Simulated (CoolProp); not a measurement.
A simple Rankine cycle with cyclopropane: condensing at 310.15 K, boiler at 2.98 MPa, turbine inlet 366.9 K, turbine efficiency 0.75, pump efficiency 0.8, no recuperator. Each further row changes one setting.

Values from CoolProp's reference Helmholtz-energy equation of state, Polt 1992. This equation is an older, rougher fit; its heat capacities, sound speeds and derivatives of the liquid may be far off and weren't checked against measurements.

| case | thermal efficiency (%) | net work (kJ/kg) | heat in (kJ/kg) | turbine exit temperature (K) | volume ratio over the turbine |
|---|---|---|---|---|---|
| as stated | 8.9 | 37.5 | 422 | 310.5 | … |
| turbine inlet 386.9 K | 9.2 | 43.6 | … | 336.0 | 3.05 |
| condensing temperature 302.15 K | 10.2 | … | 440 | 302.2 | 3.82 |
| boiler pressure 2.09 MPa | … | 30.0 | … | 333.4 | 2.10 |
| turbine efficiency 0.65 | 7.6 | 31.9 | 422 | 313.7 | 3.19 |

Question: Some entries are withheld; supply them.

Answer: 
- as stated, volume ratio over the turbine: 3.13
- turbine inlet 386.9 K, heat in (kJ/kg): 473
- condensing temperature 302.15 K, net work (kJ/kg): 44.7
- boiler pressure 2.09 MPa, thermal efficiency (%): 6.6
- boiler pressure 2.09 MPa, heat in (kJ/kg): 454

The expansion ends wet for: condensing temperature 302.15 K.
